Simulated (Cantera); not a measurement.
An adiabatic, constant-pressure homogeneous reactor starts with CH4 : H2 : O2 : N2 : CO2 = 1 : 0.091 : 2.59 : 8.29 : 2.5 (molar parts), equivalence ratio 0.79, at 1348 K and 7500 Torr.

Cantera simulation using GRI-Mech 3.0 (53 species, 325 reactions); the numbers are that mechanism's predictions, not measurements.

Q: Predict: time of steepest temperature rise; temperature at 2.00 s; equilibrium temperature; x(H2) at 2.00 s; x(O2) at 2.00 s; x(CO) at 2.00 s; x(H) at 2.00 s.

A: 
```json
{
 "time_of_steepest_temperature_rise": "0.479 ms",
 "temperature at 2.00 s": "2508 K",
 "equilibrium_temperature": "2508 K",
 "x(H2) at 2.00 s": "0.00138 (gas-phase equilibrium 0.00138)",
 "x(O2) at 2.00 s": "0.0388 (gas-phase equilibrium 0.0388)",
 "x(CO) at 2.00 s": "0.0140 (gas-phase equilibrium 0.0140)",
 "x(H) at 2.00 s": "0.000308 (gas-phase equilibrium 0.000308)"
}
```
